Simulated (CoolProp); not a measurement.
The fluid at 490.9 K and 1.52 MPa expands adiabatically to 0.104 MPa with isentropic efficiency 1. The same conditions are run with several fluids, on thermodynamics alone (safety and materials aside).

Computed with CoolProp (reference Helmholtz-energy equation of state of each fluid (1,2-dichloroethane: Thol 2015; hydrogen sulfide: Lemmon 2006; sulfur dioxide: Gao 2016; ethanol: Schroeder 2014; isobutene: Lemmon 2005)).

```tsv
fluid	work (kJ/kg)	final temperature (K)	final density (kg/m³)
1,2-dichloroethane	88.7	375.4	3.38
hydrogen sulfide	234	…	…
sulfur dioxide	129	288.1	2.84
ethanol	195	367.2	…
isobutene	…	403.0	1.76
```

Problem. What belongs in the gaps?

Solution. 
- hydrogen sulfide, final temperature (K): 257.9
- hydrogen sulfide, final density (kg/m³): 1.67
- ethanol, final density (kg/m³): 1.61
- isobutene, work (kJ/kg): 171
